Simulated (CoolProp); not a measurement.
R227EA at 298.15 K and 0.033 MPa is compressed adiabatically to 0.166 MPa with isentropic efficiency 0.8. Each further row changes one setting.

Model: reference Helmholtz-energy equation of state, Lemmon 2016, in CoolProp.

| case | work (kJ/kg) | final temperature (K) | final density (kg/m³) |
|---|---|---|---|
| as stated | 30.4 | 336.3 | ? |
| efficiency 1 | 24.3 | ? | ? |
| efficiency 0.65 | ? | 344.3 | 10.1 |

**Question.** Fill in the missing entries.

**Answer.** 
- as stated, final density (kg/m³): 10.4
- efficiency 1, final temperature (K): 329.3
- efficiency 1, final density (kg/m³): 10.6
- efficiency 0.65, work (kJ/kg): 37.4
